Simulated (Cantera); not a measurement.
## Stirred combustor or abatement burner

A perfectly stirred reactor is fed with 29.4 % CO, 1.06 % H₂, 1.15 % CH₄, 17.5 % O₂, 50.9 % N₂, equivalence ratio 1.0, at 90000 Pa; it is adiabatic with a 750 K inlet, and is followed from long to short residence time, starting on the burning branch (τ in s: 0.03, 0.014, 0.0062, 0.0028, 0.0013, 0.00058, 0.00027, 0.00012, 5.5e-05, 2.5e-05, 1.2e-05, 5.3e-06).

Computed with Cantera and GRI-Mech 3.0 (53 species, 325 reactions).

| τ (s) | T (K) | x CO | x H₂ | x CH₄ | x NO | x N₂O | x O₂ | x CH₂ |
|---|---|---|---|---|---|---|---|---|
| 0.030 | 2585 | 0.0929 | 0.00179 | 3.21e-7 | 0.00820 | 4.04e-7 | 0.0390 | 9.22e-9 |
| 0.014 | 2556 | 0.0965 | 0.00188 | 6.46e-7 | 0.00673 | 3.70e-7 | 0.0413 | 1.74e-8 |
| 0.0062 | 2488 | 0.104 | 0.00210 | 1.29e-6 | 0.00435 | 3.13e-7 | 0.0457 | 2.98e-8 |
| 0.0028 | 2371 | 0.116 | 0.00247 | 2.40e-6 | 0.00191 | 2.57e-7 | 0.0518 | 4.17e-8 |
| 0.0013 | 2227 | 0.129 | 0.00291 | 4.46e-6 | 0.000617 | 2.22e-7 | 0.0575 | 5.20e-8 |
| 0.00058 | 2062 | 0.141 | 0.00332 | 9.15e-6 | 0.000204 | 1.98e-7 | 0.0624 | 6.30e-8 |
| 0.00027 | 1899 | 0.152 | 0.00357 | 1.98e-5 | 0.000104 | 1.80e-7 | 0.0670 | 7.49e-8 |
| 0.00012 | 1713 | 0.168 | 0.00361 | 5.42e-5 | 5.43e-5 | 1.65e-7 | 0.0751 | 9.51e-8 |
| 5.5e-5 | 1471 | 0.210 | 0.00395 | 0.000269 | 1.22e-5 | 1.38e-7 | 0.101 | 1.78e-7 |
| 2.5e-5 | 750 | 0.294 | 0.0106 | 0.0115 | <1e-12 | <1e-12 | 0.175 | <1e-12 |
| 1.2e-5 | 750 | 0.294 | 0.0106 | 0.0115 | <1e-12 | <1e-12 | 0.175 | <1e-12 |
| 5.3e-6 | 750 | 0.294 | 0.0106 | 0.0115 | <1e-12 | <1e-12 | 0.175 | <1e-12 |
x: mole fraction; the columns are a selection and need not sum to one.
